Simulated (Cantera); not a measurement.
What does this Cantera script print?

```python
import numpy as np
import cantera as ct

gas = ct.Solution("h2o2.yaml")
gas.TPX = 600, 750000, {'H2': 1, 'O2': 0.714, 'N2': 2.69}
flame = ct.FreeFlame(gas, width=0.0098)
flame.set_refine_criteria(ratio=3, slope=0.08, curve=0.16)
flame.transport_model = "mixture-averaged"
flame.solve(loglevel=0, auto=True)
z, T = flame.grid, flame.T
thick = (T[-1] - T[0]) / np.gradient(T, z).max()
show = ['H2', 'O2', 'H2O', 'H', 'OH', 'HO2']
print(f"laminar burning velocity  {flame.velocity[0] * 100:.3f} cm/s")
print(f"burnt temperature         {T[-1]:.1f} K")
print(f"thermal thickness         {thick * 1e3:.4f} mm")
print(f"grid points               {len(z)}")
z0 = z[flame.heat_release_rate.argmax()]
print(f"{'z/mm':>9s}{'T/K':>9s}{'u/(m/s)':>9s}" + "".join(f"{s:>11s}" for s in show))
rows = []
for k in (-3, -2, -1.5, -1, -0.5, -0.25, 0, 0.25, 0.5, 1, 2, 4, 8):
    zz = z0 + k * thick
    rows.append([k * thick, np.interp(zz, z, T), np.interp(zz, z, flame.velocity),
                 *(np.interp(zz, z, flame.X[gas.species_index(s)]) for s in show)])
    print(f"{rows[-1][0] * 1e3:9.3f}{rows[-1][1]:9.1f}{rows[-1][2]:9.3f}" + "".join(f"{x:11.3e}" for x in rows[-1][3:]))
```

Result:

```
laminar burning velocity  313.261 cm/s
burnt temperature         2220.1 K
thermal thickness         0.0377 mm
grid points               112
     z/mm      T/K  u/(m/s)         H2         O2        H2O          H         OH        HO2
   -0.113    600.0    3.131  2.267e-01  1.622e-01  7.678e-07  1.442e-13  3.815e-13  1.251e-08
   -0.075    600.4    3.127  2.250e-01  1.626e-01  1.393e-05  1.020e-11  2.706e-11  3.094e-07
   -0.057    601.6    3.121  2.217e-01  1.632e-01  7.571e-05  9.532e-11  2.566e-10  1.990e-06
   -0.038    611.3    3.130  2.101e-01  1.654e-01  7.826e-04  5.139e-09  1.210e-08  2.842e-05
   -0.019    746.3    3.663  1.660e-01  1.674e-01  1.587e-02  4.652e-05  5.737e-05  7.601e-04
   -0.009   1060.1    5.063  1.195e-01  1.526e-01  5.971e-02  1.238e-03  8.175e-04  9.105e-04
    0.000   1447.5    6.818  6.834e-02  1.189e-01  1.281e-01  5.299e-03  3.169e-03  5.061e-04
    0.009   1719.0    8.063  3.327e-02  8.703e-02  1.819e-01  7.797e-03  7.233e-03  2.694e-04
    0.019   1876.5    8.782  1.765e-02  7.058e-02  2.083e-01  6.946e-03  1.029e-02  1.567e-04
    0.038   2029.2    9.458  8.701e-03  6.133e-02  2.262e-01  3.772e-03  1.150e-02  7.534e-05
    0.075   2137.2    9.916  4.222e-03  5.875e-02  2.369e-01  1.252e-03  9.372e-03  3.202e-05
    0.151   2193.3   10.147  1.691e-03  5.832e-02  2.431e-01  3.067e-04  6.365e-03  1.331e-05
    0.302   2214.5   10.231  7.242e-04  5.849e-02  2.457e-01  8.925e-05  4.414e-03  7.540e-06
```

Cantera simulation using the H2/O2 subset of GRI-Mech 3.0, which has no nitrogen chemistry; the numbers are that mechanism's predictions, not measurements. The hydrogen kinetics of GRI-Mech 3.0 are dated; newer H2 mechanisms differ, most at raised pressure. Burning velocities carry a grid error of a few per cent, more on coarse grids.
